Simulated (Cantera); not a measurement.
An isothermal, constant-pressure homogeneous reactor starts with CH₄ : H₂ = 1 : 5.3 (molar parts), at 1373 K and 380 Pa. Integrator tolerance rtol = 1e-08.

Detailed kinetics in Cantera: GRI-Mech 3.0 (53 species, 325 reactions). GRI-Mech 3.0 stops at C3 and has no aromatics, soot or wall deposition, so with more carbon than oxygen in the feed, carbon stays in small species such as C2H2 where larger ones or solid carbon would form. Radical loss at walls, strong at low pressure, is not modelled.

Problem. What does this change do: CH4 1 to 5.2 parts?

Solution. 
```csv
quantity,before,after
x(CH₄) at 20.0 s,0.155 (gas-phase equilibrium 0.00333),0.470 (gas-phase equilibrium 0.00441)
x(H₂) at 20.0 s,0.843 (gas-phase equilibrium 0.930),0.521 (gas-phase equilibrium 0.831)
x(C₂H₄) at 20.0 s,0.000231 (gas-phase equilibrium 0.000267),0.00169 (gas-phase equilibrium 0.000584)
x(CH₃) at 20.0 s,8.25e-5 (gas-phase equilibrium 3.74e-6),0.000201 (gas-phase equilibrium 5.24e-6)
x(C₂H₂) at 20.0 s,0.00124 (gas-phase equilibrium 0.0668),0.00704 (gas-phase equilibrium 0.164)
```

Problem. What does this change do: temperature 1373 to 1773 K?

Solution. 
| quantity | before | after |
|---|---|---|
| x(CH₄) at 20.0 s | 0.155 (gas-phase equilibrium 0.00333) | 0.000249 (gas-phase equilibrium 6.27e-5) |
| x(H₂) at 20.0 s | 0.843 (gas-phase equilibrium 0.930) | 0.927 (gas-phase equilibrium 0.927) |
| x(C₂H₄) at 20.0 s | 0.000231 (gas-phase equilibrium 0.000267) | 6.78e-6 (gas-phase equilibrium 6.76e-6) |
| x(CH₃) at 20.0 s | 8.25e-5 (gas-phase equilibrium 3.74e-6) | 2.42e-5 (gas-phase equilibrium 6.11e-6) |
| x(C₂H₂) at 20.0 s | 0.00124 (gas-phase equilibrium 0.0668) | 0.0682 (gas-phase equilibrium 0.0683) |
